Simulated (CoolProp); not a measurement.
Saturation properties of 1,2-dichloroethane.

Values from CoolProp's reference Helmholtz-energy equation of state, Thol 2015.

```tsv
T (K)	p (kPa)	vapour density (kg/m³)	liquid cp (kJ/(kg K))
428.5	629.9	19.69	1.485
437.9	761.6	23.73	1.505
447.3	912.9	28.42	1.527
456.8	1088	33.92	1.552
466.2	1284	40.25	1.581
475.6	1506	47.60	1.614
485.1	1758	56.27	1.653
494.5	2037	66.33	1.701
```

It boils at 356.6 K under 1 atm.
